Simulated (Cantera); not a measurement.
# Premixed flame

A freely propagating, adiabatic, planar premixed flame of CH₃OH : O₂ : N₂ = 1 : 1.07 : 3.43 (molar parts), equivalence ratio 1.4, unburnt at 625 K and 0.158 atm; mixture-averaged transport, grid criteria slope 0.08 and curve 0.16, no radiation.

Cantera simulation using GRI-Mech 3.0 (53 species, 325 reactions); the numbers are that mechanism's predictions, not measurements. GRI-Mech 3.0 was tuned for natural gas; its chemistry of methanol as a main component is partial and can be far from experiment. Burning velocities carry a grid error of a few per cent, more on coarse grids.

```tsv
z (mm)	T (K)	u (m/s)	x CH₃OH	x O₂	x H	x CH₂O	x C₂H₄	x CH₄
-3.28	625	2.19	0.181	0.194	<1e-8	7.47e-7	<1e-8	9.20e-8
-2.18	627	2.21	0.180	0.192	<1e-8	1.37e-5	<1e-8	1.02e-6
-1.64	637	2.27	0.177	0.189	<1e-8	9.07e-5	1.97e-8	4.67e-6
-1.09	701	2.55	0.170	0.181	5.99e-8	0.000895	1.97e-7	2.78e-5
-0.546	1045	4.00	0.128	0.146	1.48e-5	0.00832	1.93e-6	0.000159
-0.273	1419	5.69	0.0714	0.107	0.000340	0.0172	4.98e-6	0.000320
0	1791	7.52	0.0144	0.0680	0.00362	0.0119	9.29e-6	0.000441
0.273	1940	8.27	0.000558	0.0425	0.0119	0.00129	4.46e-6	0.000226
0.546	1973	8.41	5.76e-6	0.0257	0.0191	4.02e-5	5.52e-7	5.04e-5
1.09	1998	8.48	<1e-8	0.0117	0.0255	2.67e-7	<1e-8	1.05e-6
2.18	2018	8.52	<1e-8	0.00727	0.0275	<1e-8	<1e-8	<1e-8
4.37	2038	8.58	<1e-8	0.00634	0.0267	<1e-8	<1e-8	<1e-8
8.74	2067	8.68	<1e-8	0.00570	0.0245	<1e-8	<1e-8	<1e-8
```
x: mole fraction of selected species; z is measured from the peak of heat release.

```json
{
 "laminar_burning_velocity": "218 cm/s",
 "thermal_thickness": "1.09 mm",
 "peak x(H)": "0.0275",
 "peak x(CH₂O)": "0.0181",
 "peak x(C₂H₄)": "9.35e-6",
 "peak x(CH₄)": "0.000443"
}
```
